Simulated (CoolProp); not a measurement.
Properties of sulfur dioxide along the isotherm 309.7 K (Tc = 430.6 K, pc = 7887 kPa, ω = 0.256).

Model: reference Helmholtz-energy equation of state, Gao 2016, in CoolProp.

```
p (kPa)   phase  density (kg/m³)  Joule-Thomson coefficient (K/MPa)  isothermal compressibility (1/MPa)  fugacity coefficient
-------  ------  ---------------  ---------------------------------  ----------------------------------  --------------------
2190     liquid             1338                            -0.1713                            0.001857                0.2456
4380     liquid             1343                            -0.1809                            0.001779                0.1279
6560     liquid             1348                            -0.1897                            0.001709               0.08890
8750     liquid             1353                            -0.1979                            0.001644               0.06939
10900    liquid             1358                            -0.2053                            0.001586               0.05795
13100    liquid             1362                            -0.2124                            0.001532               0.05020
15300    liquid             1367                            -0.2190                            0.001482               0.04474
17500    liquid             1371                            -0.2252                            0.001435               0.04071
19700    liquid             1376                            -0.2310                            0.001392               0.03763
21900    liquid             1380                            -0.2364                            0.001352               0.03522
24100    liquid             1384                            -0.2415                            0.001315               0.03330
26200    liquid             1388                            -0.2461                            0.001281               0.03181
28400    liquid             1392                            -0.2507                            0.001248               0.03052
30600    liquid             1395                            -0.2550                            0.001217               0.02947
32800    liquid             1399                            -0.2591                            0.001187               0.02859
35000    liquid             1403                            -0.2630                            0.001160               0.02786
```
